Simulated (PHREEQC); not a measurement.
A made-up water analysis in mmol/kgw, 45 °C, pH 6.51, pe 0.4: Na 0.418; K 1.34; Ca 0.51; Mg 0.266; Cl 1.93; S(6) 0.404; Alkalinity (meq/kgw) 0.515; B 0.000654; Sr 0.0147; Ba 0.000421; F 0.000489; Fe(2) 0.0829; Zn 0.00341.

Valence states are taken as typed.

Equilibrium calculation in PHREEQC: ion-association model, wateq4f.dat.

```json
{
  "ionic_strength": "0.00446 mol/kgw",
  "charge_balance_error": "4.0 %"
}
```

| species | molality | activity | log γ |
|---|---|---|---|
| Cl- | 0.00193 | 0.00179 | -0.033 |
| K+ | 0.00134 | 0.00124 | -0.033 |
| HCO3- | 0.000507 | 0.000471 | -0.032 |
| Ca+2 | 0.000484 | 0.000362 | -0.127 |
| Na+ | 0.000417 | 0.000387 | -0.032 |
| SO4-2 | 0.000354 | 0.000264 | -0.127 |
| CO2 | 0.000283 | 0.000284 | 0.000 |
| Mg+2 | 0.000246 | 0.000185 | -0.125 |
| Fe+2 | 7.57e-5 | 5.68e-5 | -0.125 |
| CaSO4 | 2.27e-5 | 2.27e-5 | 0.000 |
| MgSO4 | 1.85e-5 | 1.85e-5 | 0.000 |
| Sr+2 | 1.39e-5 | 1.04e-5 | -0.126 |

No solid was allowed to form. Away from 25 °C the constants follow the database's enthalpies or fits; those with neither stay at their 25 °C values. Real BF4- forms and hydrolyses slowly; the run takes it at equilibrium. Fluoro complexes past AlF4- and FeF3 are missing from the database.
